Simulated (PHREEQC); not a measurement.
A solution holds 0.11 mol KH2PO4, 0.028 mol NH3 and 0.00011 mol NaCl per kg of water, at 25 °C. Closed to the air; pH follows from the charge balance.

Equilibrium calculation in PHREEQC: ion-association model, wateq4f.dat.

No solid was allowed to form.

Question: Predict the pH, ionic strength.

Answer: pH 6.34; ionic strength 0.163 mol/kgw.

Question: In which forms is Na present?

Answer: Na+ 98 %, NaHPO4- 1.6 % of the Na.

H3PO4, which wateq4f.dat lacks, is added to it with the constant of phreeqc.dat.
